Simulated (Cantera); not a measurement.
A closed system holds: 1 mol SiC, a varied amount of O₂, 5.7 mol H₂, equilibrated at 1200 °C and 31.0 Pa.

Equilibrium computed with Cantera from the NASA thermochemical tables; the gas is ideal and each condensed phase is pure. Candidate condensed phases: C, C₆H₆, C₇H₈, C₈H₁₈, H₂O, Si, SiC, SiO₂; 123 gas species. The tables hold silica as quartz up to 1696 K and as liquid above; real silica turns to tridymite and cristobalite and melts near 1996 K. Kinetics and transport are ignored.

Which condensed phases are stable at each of these points (n(O₂) (mol)): 0.021, 0.04, 0.078, 0.15, 0.3, 0.58, 1.1, 2.2?


```
n(O₂) (mol)  condensed phases  Si condensed (%)
-----------  ----------------  ----------------
0.021                  SiC(s)              97.9
0.04                   SiC(s)              96.0
0.078                  SiC(s)              92.2
0.15                   SiC(s)              85.0
0.3                    SiC(s)              70.0
0.58                   SiC(s)              42.0
1.1            SiO₂(β-quartz)              20.0
2.2            SiO₂(β-quartz)             100.0
```

From 0.021 mol O₂ to 0.58 mol O₂ the condensed part is SiC(s). From 1.1 mol O₂ to 2.2 mol O₂ the condensed part is SiO₂(β-quartz).
